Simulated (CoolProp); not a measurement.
Vapour-liquid equilibrium of R143a (1) + R152A (2) at 1.48 MPa; x and y are mole fractions of (1).

The numbers come from the multi-fluid Helmholtz-energy mixture model, Lemmon and Jacobsen 2000 and Outcalt 1996; pair parameters Bell 2016 in CoolProp.

```json
[
 {"x": "0.05", "bubble temperature (K)": "330.3", "y at the bubble point": "0.084", "dew temperature at overall composition x (K)": "331.2", "liquid density (mol/L)": "12.08"},
 {"x": "0.2", "bubble temperature (K)": "324.5", "y at the bubble point": "0.299", "dew temperature at overall composition x (K)": "327.2", "liquid density (mol/L)": "11.91"},
 {"x": "0.35", "bubble temperature (K)": "319.6", "y at the bubble point": "0.472", "dew temperature at overall composition x (K)": "323.1", "liquid density (mol/L)": "11.72"},
 {"x": "0.5", "bubble temperature (K)": "315.4", "y at the bubble point": "0.617", "dew temperature at overall composition x (K)": "318.8", "liquid density (mol/L)": "11.50"},
 {"x": "0.65", "bubble temperature (K)": "311.7", "y at the bubble point": "0.743", "dew temperature at overall composition x (K)": "314.4", "liquid density (mol/L)": "11.27"},
 {"x": "0.8", "bubble temperature (K)": "308.4", "y at the bubble point": "0.858", "dew temperature at overall composition x (K)": "310.0", "liquid density (mol/L)": "11.04"},
 {"x": "0.95", "bubble temperature (K)": "305.4", "y at the bubble point": "0.965", "dew temperature at overall composition x (K)": "305.8", "liquid density (mol/L)": "10.82"}
]
```

No azeotrope shows between x = 0.05 and 0.95.

Pair parameters are fitted to limited data, so mixtures are less certain than the pure fluids.
